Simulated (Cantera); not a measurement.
Mixture: CO : H₂ : CH₄ : O₂ : N₂ : H₂O = 1 : 0.25 : 0.58 : 2.83 : 10.7 : 1.8 (molar parts), at 0.570 bar, adiabatic and at constant volume. Ignition delay is the time to a rise of 400 K.

Computed with Cantera and GRI-Mech 3.0 (53 species, 325 reactions).

Task: At T0 = 1325 K, what is the delay, and which 7 reactions control it most (d ln τ / d ln k, from doubling and halving each rate constant)?

Result: The delay is 1.10 ms.
| reaction | d ln τ / d ln k | faster rate |
|---|---|---|
| H + O2 <=> O + OH | -1.13 | shortens it |
| CH4 + OH <=> CH3 + H2O | 0.60 | lengthens it |
| H2 + OH <=> H + H2O | -0.35 | shortens it |
| CH4 + H <=> CH3 + H2 | 0.28 | lengthens it |
| 2 CH3 (+M) <=> C2H6 (+M) | 0.28 | lengthens it |
| CH3 + HO2 <=> CH3O + OH | -0.20 | shortens it |
| CO + OH <=> CO2 + H | -0.19 | shortens it |
